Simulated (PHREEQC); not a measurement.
Model water analysis in mg/L, 25 °C, pH 2.41, pe 10.4: Na 788; K 58.1; Ca 266; Mg 9.38; Cl 677; S(6) as SO4 1750; P as PO4 3.32.

Valence states are taken as typed.

Computed with PHREEQC (ion-association model, phreeqc.dat).

This is a speciation only: nothing precipitates in the calculation.

Q: Order these Ca species by the share of Ca that they hold, largest first: CaHSO4+, Ca+2, CaSO4.

A: Ca+2 (70 %), CaSO4 (29 %), CaHSO4+ (0.93 %)

Q: Order these P species by the share of P that they hold, largest first: H3PO4, H2PO4-, CaH2PO4+, MgH2PO4+.

A: H2PO4- (66 %), H3PO4 (30 %), CaH2PO4+ (3.5 %), MgH2PO4+ (0.24 %)

The pH is 2.41 and the ionic strength 0.0663 mol/kgw.
